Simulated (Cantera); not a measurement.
An adiabatic, constant-volume homogeneous reactor starts with 7.60 % CO, 4.26 % H2, 18.5 % O2, 69.6 % N2, at 1200 K and 46000 Pa.

Detailed kinetics in Cantera: GRI-Mech 3.0 (53 species, 325 reactions).

Problem. Predict: time of steepest temperature rise; temperature at 0.800 s; equilibrium temperature; x(CO) at 0.800 s; x(H2) at 0.800 s; x(O2) at 0.800 s; x(O) at 0.800 s; x(NO) at 0.800 s; x(H2O) at 0.800 s; x(NO2) at 0.800 s.

Solution. 
```json
{
  "time_of_steepest_temperature_rise": "0.166 ms",
  "temperature at 0.800 s": "2239 K",
  "equilibrium_temperature": "2239 K",
  "x(CO) at 0.800 s": "0.00193 (gas-phase equilibrium 0.00193)",
  "x(H2) at 0.800 s": "0.000196 (gas-phase equilibrium 0.000195)",
  "x(O2) at 0.800 s": "0.128 (gas-phase equilibrium 0.128)",
  "x(O) at 0.800 s": "0.00138 (gas-phase equilibrium 0.00138)",
  "x(NO) at 0.800 s": "0.0104 (gas-phase equilibrium 0.0104)",
  "x(H2O) at 0.800 s": "0.0431 (gas-phase equilibrium 0.0431)",
  "x(NO2) at 0.800 s": "8.78e-6 (gas-phase equilibrium 8.82e-6)"
}
```
